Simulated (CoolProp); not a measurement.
Vapour-liquid equilibrium of carbon dioxide (1) + dimethyl ether (2) at 231.7 K; x and y are mole fractions of (1).

Computed with CoolProp (multi-fluid Helmholtz-energy mixture model, Span 1996 and Wu 2011; pair parameters Bell 2016).

| x | bubble pressure, mixture model (MPa) | bubble pressure, Raoult's law (MPa) | y, mixture model | y, Raoult's law |
|---|---|---|---|---|
| 0.05 | 0.07457 | 0.09144 | (withheld) | 0.520 |
| 0.125 | 0.1212 | 0.1594 | 0.659 | 0.747 |
| 0.2 | 0.1728 | 0.2273 | 0.780 | 0.838 |
| 0.275 | 0.2293 | 0.2952 | 0.849 | 0.887 |
| 0.35 | 0.2908 | 0.3632 | 0.893 | 0.917 |
| 0.425 | (withheld) | 0.4311 | 0.923 | 0.938 |
| 0.5 | 0.4274 | 0.4990 | (withheld) | 0.954 |
| 0.575 | 0.5016 | 0.5670 | (withheld) | 0.965 |
| 0.65 | 0.5787 | 0.6349 | 0.971 | 0.975 |
| 0.725 | (withheld) | 0.7028 | 0.980 | 0.982 |
| 0.8 | 0.7383 | 0.7708 | 0.987 | 0.988 |
| 0.875 | 0.8188 | 0.8387 | 0.993 | 0.993 |
| 0.95 | (withheld) | 0.9066 | 0.997 | 0.997 |

Problem. What belongs in the gaps?

Solution. 
- 0.05, y, mixture model: 0.406
- 0.425, bubble pressure, mixture model (MPa): 0.3570
- 0.5, y, mixture model: 0.944
- 0.575, y, mixture model: 0.960
- 0.725, bubble pressure, mixture model (MPa): 0.6579
- 0.95, bubble pressure, mixture model (MPa): 0.8989

The largest gap from Raoult's law is -24.0 % in bubble pressure, at x = 0.2. No azeotrope shows between x = 0.05 and 0.95.

The pair parameters rest on a limited set of measurements; away from them the model extrapolates.
